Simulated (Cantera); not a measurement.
# Thermodynamics of chemical vapour transport, feed Fe + Cl₂ + N₂

A closed system holds: 1 mol Fe, 0.028 mol Cl₂, 0.75 mol N₂, at 73.0 mbar.

Equilibrium computed with Cantera from the NASA thermochemical tables; the gas is ideal and each condensed phase is pure. Candidate condensed phases: Fe, FeCl₂, FeCl₃; 10 gas species. Kinetics and transport are ignored.

```
T (°C)  log p N₂  log p FeCl₂  log p Fe₂Cl₄  log p FeCl₃  log p Cl  log p Fe  n Fe(α)  n Fe(γ)
------  --------  -----------  ------------  -----------  --------  --------  -------  -------
677        -1.15        -2.63         -3.82        -6.29    -10.16      <-13    0.972        0
727        -1.15        -2.60         -4.15        -6.34     -9.60      <-13    0.972        0
777        -1.15        -2.59         -4.48        -6.41     -9.10    -12.81    0.972        0
827        -1.15        -2.59         -4.79        -6.49     -8.64    -11.90    0.972        0
877        -1.15        -2.58         -5.08        -6.55     -8.23    -11.07    0.972        0
927        -1.15        -2.58         -5.35        -6.61     -7.84    -10.30        0    0.972
977        -1.15        -2.58         -5.59        -6.67     -7.49     -9.61        0    0.972
1027       -1.15        -2.58         -5.82        -6.72     -7.17     -8.96        0    0.972
1077       -1.15        -2.58         -6.02        -6.77     -6.86     -8.37        0    0.972
1127       -1.15        -2.58         -6.22        -6.82     -6.58     -7.81        0    0.972
```
log p: log10 of the partial pressure in bar; n: condensed amount in mol.

From 677 °C to 877 °C the condensed part is Fe(α). From 927 °C to 1127 °C the condensed part is Fe(γ). The main Fe-bearing gas is FeCl₂ throughout.
